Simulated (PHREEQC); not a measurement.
Synthetic water in mmol/kgw, 25 °C, pH 7.29: Na 129; K 42.3; Ca 18.7; Mg 20.9; Cl 199; S(6) 23.3; Alkalinity (meq/kgw) 0.0172; Sr 0.0513.

Valence states are taken as typed.

Equilibrium calculation in PHREEQC: Pitzer model, pitzer.dat.

```yaml
ionic_strength: 0.311 mol/kgw
activity_of_water: 0.993
specific_conductance: 23300 µS/cm
density: 1.009 g/cm³
osmotic_coefficient: 0.876
charge_balance_error: 1.0 %
```

```tsv
species	molality	activity	log γ
Cl-	0.199	0.136	-0.165
Na+	0.129	0.0937	-0.139
K+	0.0423	0.0296	-0.155
SO4-2	0.0233	0.00349	-0.825
Mg+2	0.0209	0.00552	-0.578
Ca+2	0.0187	0.00448	-0.620
Sr+2	5.13e-5	1.25e-5	-0.612
HCO3-	1.65e-5	1.19e-5	-0.142
CO2	1.30e-6	1.35e-6	0.018
```

This is a speciation only: nothing precipitates in the calculation. Complexes and solids missing from the database can't appear.
